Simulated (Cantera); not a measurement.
Feed: 1 mol AlN, 7.3 mol Cl2, equilibrated at 1025 K and 0.0133 bar.

Equilibrium computed with Cantera from the NASA thermochemical tables; the gas is ideal and each condensed phase is pure. Equilibrium is a limit: real reactors are often held back by kinetics, nucleation or transport.

```tsv
species	before	after
Cl2	0.791	0.673
Cl	0.00431	0.135
AlCl3	0.137	0.128
N2	0.0683	0.0639
Al2Cl6	1.77e-5	6.49e-7
```
Gas species are given as mole fractions.

Q: Name the change that produced these shifts.
A) temperature from 1025 K to 1800 K
B) pressure from 0.0133 bar to 0.133 bar
C) temperature from 1025 K to 1350 K
D) temperature from 1025 K to 1475 K

A: C, temperature from 1025 K to 1350 K
